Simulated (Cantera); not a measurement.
Feed: 1 mol FeS₂, 1.6 mol H₂S, 8.9 mol H₂O, held at 798.15 K and 5200 Pa.

These are equilibrium values from Cantera (NASA tables, ideal gas, pure condensed phases), not measurements of a reactor. Candidate condensed phases: Fe, FeO, Fe(OH)₂, Fe(OH)₃, FeS, FeSO₄, FeS₂, Fe₂O₃, Fe₂(SO₄)₃, Fe₃O₄, H₂O, H₂SO₄, S; 22 gas species. Gases not in the tables: S₃ to S₇. The numbers say what is thermodynamically allowed, not how fast it happens.

Base state: H₂O 0.844, H₂S 0.147, H₂ 0.00645, S₂ 0.00233, SO₂ 0.000585 (mole fractions); condensed: FeS₂(s).

**Question.** What changes in the equilibrium state with this change: pressure from 5200 Pa to 18000 Pa?

**Answer.** 
| species | before | after |
|---|---|---|
| H₂O | 0.844 | 0.845 |
| H₂S | 0.147 | 0.149 |
| H₂ | 0.00645 | 0.00446 |
| S₂ | 0.00233 | 0.00144 |
| SO₂ | 0.000585 | 0.000517 |
| FeS₂(s), mol | 1.00 | 1.00 |

**Question.** What changes in the equilibrium state with this change: temperature from 798.15 K to 948 K?

**Answer.** 
```csv
species,before,after
H₂O,0.844,0.787
H₂S,0.147,0.151
S₂,0.00233,0.0371
SO₂,0.000585,0.00995
H₂,0.00645,0.0140
SH,3.28e-7,1.14e-5
S₂O,8.05e-6,0.000241
"FeS₂(s), mol",1.00,0
"FeS(s), mol",0,1.00
```
FeS: taken at fixed stoichiometry.

**Question.** What changes in the equilibrium state with this change: temperature from 798.15 K to 1400 K?

**Answer.** 
```json
[
 {"species": "H₂O", "before": "0.844", "after": "0.706"},
 {"species": "H₂", "before": "0.00645", "after": "0.142"},
 {"species": "S₂", "before": "0.00233", "after": "0.0700"},
 {"species": "H₂S", "before": "0.147", "after": "0.0522"},
 {"species": "SO₂", "before": "0.000585", "after": "0.0279"},
 {"species": "SO", "before": "1.81e-8", "after": "0.000772"},
 {"species": "S", "before": "<1e-9", "after": "1.36e-5"},
 {"species": "SH", "before": "3.28e-7", "after": "0.00105"},
 {"species": "FeS₂(s), mol", "before": "1.00", "after": "0"},
 {"species": "FeS(s), mol", "before": "0", "after": "1.000"}
]
```
FeS: taken at fixed stoichiometry.
